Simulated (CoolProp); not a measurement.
Model: reference Helmholtz-energy equation of state, Platzer 1990, in CoolProp. This equation is an older, rougher fit.

**Question.** For CF4 (R14), give the phase and the cp (kJ/(kg K)), Joule-Thomson coefficient (K/MPa), conductivity (mW/(m K)) at -34.25 °C and 1.01 bar; 14.55 °C and 1.01 bar; 96.05 °C and 1.01 bar.

**Answer.** 
- -34.25 °C and 1.01 bar: gas; cp 0.604, Joule-Thomson coefficient 9.18, conductivity 11.4
- 14.55 °C and 1.01 bar: gas; cp 0.681, Joule-Thomson coefficient 5.97, conductivity 15.2
- 96.05 °C and 1.01 bar: gas; cp 0.791, Joule-Thomson coefficient 3.37, conductivity 21.8

Thermal conductivity comes from a separate model (Huber 2003), an estimate that may be off by 10 % or more.
